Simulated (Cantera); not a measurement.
A Cantera script and its output.

```python
import numpy as np
import cantera as ct

gas = ct.Solution("gri30.yaml")
gas.TPX = 1250, 7700, {'C2H4': 1, 'H2': 1.6}
reactor = ct.IdealGasConstPressureReactor(gas, energy="off", clone=False)
net = ct.ReactorNet([reactor])
net.rtol, net.atol = 1e-08, 1e-18
show = ['C2H4', 'H2', 'C2H', 'C2H2', 'CH4', 'H', 'CH2']
times = np.geomspace(2e-06, 20, 14)

steps = ct.SolutionArray(gas, extra=["t"])
rows = []
print(f"{'t/s':>10s}{'T/K':>9s}{'P/Pa':>11s}" + "".join(f"{s:>11s}" for s in show))
for t in times:
    while net.time < t:
        t_next = net.step()
        steps.append(gas.state, t=t_next)
    rows.append([np.interp(t, steps.t, y) for y in (steps.T, steps.P, *steps(*show).X.T)])
    print(f"{t:10.3e}{rows[-1][0]:9.1f}{rows[-1][1]:11.4g}" + "".join(f"{x:11.3e}" for x in rows[-1][2:]))
rate = np.gradient(steps.T, steps.t)
print("integrator steps:", len(steps.t))
if steps.T.max() > steps.T[0] + 200:
    print(f"time of steepest temperature rise: {steps.t[rate.argmax()]:.4e} s")
gas.TPX = 1250, 7700, {'C2H4': 1, 'H2': 1.6}
gas.equilibrate("TP")
print(f"equilibrium (TP): T = {gas.T:.1f} K  " + "  ".join(f"{s} {gas[s].X[0]:.3e}" for s in show))
```

It prints:

```
       t/s      T/K       P/Pa       C2H4         H2        C2H       C2H2        CH4          H        CH2
 2.000e-06   1250.0       7700  3.846e-01  6.154e-01  3.734e-23  1.550e-08  1.302e-19  5.547e-12  3.802e-19
 6.910e-06   1250.0       7700  3.846e-01  6.154e-01  3.958e-22  5.357e-08  1.544e-18  1.596e-11  3.858e-18
 2.388e-05   1250.0       7700  3.846e-01  6.154e-01  4.119e-21  1.851e-07  2.994e-17  4.738e-11  3.474e-17
 8.249e-05   1250.0       7700  3.846e-01  6.154e-01  4.884e-20  6.397e-07  1.484e-15  1.619e-10  2.846e-16
 2.850e-04   1250.0       7700  3.846e-01  6.154e-01  5.941e-19  2.212e-06  8.240e-14  5.687e-10  1.633e-15
 9.848e-04   1250.0       7700  3.846e-01  6.154e-01  7.178e-18  7.667e-06  3.763e-12  1.977e-09  6.573e-15
 3.403e-03   1250.0       7700  3.846e-01  6.154e-01  8.719e-17  2.678e-05  1.582e-10  6.885e-09  2.379e-14
 1.176e-02   1250.0       7700  3.845e-01  6.154e-01  1.164e-15  9.617e-05  6.718e-09  2.559e-08  8.933e-14
 4.062e-02   1250.0       7700  3.840e-01  6.155e-01  3.455e-14  4.053e-04  3.817e-07  1.805e-07  6.307e-13
 1.403e-01   1250.0       7700  3.727e-01  6.182e-01  1.842e-11  8.301e-03  1.974e-04  4.719e-06  1.727e-11
 4.849e-01   1250.0       7700  2.763e-01  6.412e-01  2.686e-10  7.671e-02  4.764e-03  7.723e-06  2.954e-11
 1.675e+00   1250.0       7700  1.265e-01  6.753e-01  6.030e-10  1.829e-01  1.476e-02  7.658e-06  2.944e-11
 5.789e+00   1250.0       7700  6.664e-02  6.811e-01  6.380e-10  2.231e-01  2.881e-02  6.699e-06  3.358e-11
 2.000e+01   1250.0       7700  6.197e-02  6.592e-01  5.147e-10  2.199e-01  5.874e-02  5.308e-06  4.293e-11
integrator steps: 757
equilibrium (TP): T = 1250.0 K  C2H4 4.195e-02  H2 5.070e-01  C2H 1.355e-10  C2H2 1.893e-01  CH4 2.616e-01  H 1.249e-06  CH2 1.712e-11
```

Computed with Cantera and GRI-Mech 3.0 (53 species, 325 reactions). GRI-Mech 3.0 was tuned for natural gas; its chemistry of ethylene as a main component is partial and can be far from experiment. GRI-Mech 3.0 stops at C3 and has no aromatics, soot or wall deposition, so with more carbon than oxygen in the feed, carbon stays in small species such as C2H2 where larger ones or solid carbon would form.
